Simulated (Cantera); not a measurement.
A closed system holds: 1 mol SiH4, 0.027 mol HCl, 4 mol H2, at 2600 K and 0.975 Torr.

These are equilibrium values from Cantera (NASA tables, ideal gas, pure condensed phases), not measurements of a reactor. Candidate condensed phases: Si; 19 gas species. The tables' values for SiCl are old estimates; treat these amounts as uncertain. Kinetics and transport are ignored.

Question: What is the equilibrium state?

Answer: 
```
Quantity                             Result
--------------------------------  ---------
x(H)                                  0.590
x(H2)                                 0.307
x(Si)                                0.0997
x(Cl)                               0.00154
x(HCl)                              0.00114
x(SiH)                             0.000455
x(Si2)                              4.08e-5
x(SiCl)                             2.37e-5
x(SiH2)                             5.91e-6
gas amount                        9.974 mol
log10 activity of Si(l) (absent)      -1.88
```
